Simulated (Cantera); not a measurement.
# Equilibrium for roasting and sulfation: FeS + SO3 + H2O

Feed: 1 mol FeS, 0.14 mol SO3, 0.15 mol H2O, at 1.00 bar.

These are equilibrium values from Cantera (NASA tables, ideal gas, pure condensed phases), not measurements of a reactor. Candidate condensed phases: Fe, FeO, Fe(OH)2, Fe(OH)3, FeS, FeSO4, FeS2, Fe2O3, Fe2(SO4)3, Fe3O4, H2O, H2SO4, S; 22 gas species. Mutual solubility and eutectic melting of coexisting phases are not modelled. FeS: taken at fixed stoichiometry. Gases not in the tables: S3 to S7. The numbers say what is thermodynamically allowed, not how fast it happens.

| T (K) | log p H2O | log p SO2 | log p S2 | log p H2S | log p H2 | log p S2O | log p SO | n FeS(s) | n FeS2(s) | n Fe3O4(s) |
|---|---|---|---|---|---|---|---|---|---|---|
| 848 | -0.03 | -1.23 | -2.96 | -1.81 | -3.30 | -4.03 | -6.67 | 0.267 | 0.430 | 0.101 |
| 898 | -0.35 | -0.27 | -2.06 | -2.02 | -3.65 | -2.89 | -5.55 | 0.951 | 0 | 0.0163 |
| 948 | -0.36 | -0.27 | -1.94 | -2.00 | -3.42 | -2.81 | -5.15 | 0.950 | 0 | 0.0167 |
| 998 | -0.36 | -0.27 | -1.83 | -1.98 | -3.21 | -2.75 | -4.79 | 0.948 | 0 | 0.0172 |
| 1048 | -0.36 | -0.28 | -1.74 | -1.97 | -3.02 | -2.68 | -4.46 | 0.947 | 0 | 0.0178 |
| 1098 | -0.36 | -0.28 | -1.65 | -1.95 | -2.84 | -2.63 | -4.17 | 0.945 | 0 | 0.0184 |
| 1148 | -0.36 | -0.28 | -1.57 | -1.94 | -2.68 | -2.58 | -3.90 | 0.943 | 0 | 0.0191 |
| 1198 | -0.36 | -0.29 | -1.50 | -1.93 | -2.53 | -2.53 | -3.65 | 0.940 | 0 | 0.0198 |
log p: log10 of the partial pressure in bar; n: condensed amount in mol.

At 848 K the condensed part is FeS(s) + FeS2(s) + Fe3O4(s). From 898 K to 1198 K the condensed part is FeS(s) + Fe3O4(s).
